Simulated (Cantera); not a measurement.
Cantera with NASA thermochemical tables; ideal gases at 1 bar, condensed phases pure. Values are per mole of reaction as written; species without (g) are pure solids or liquids, kept so even where they would boil at 1 bar.

Problem. Between 498 and 1023 K, where is each reaction favourable under standard conditions?
- 2 KCl + H2(g) ⇌ 2 K + 2 HCl(g)

Solution. 
- 2 KCl + H2(g) ⇌ 2 K + 2 HCl(g): ΔG° is 584 kJ at 498 K and 477 kJ at 1023 K; it stays positive (K < 1). ΔH° is 676 kJ and ΔS° 194 J/K at 1023 K.
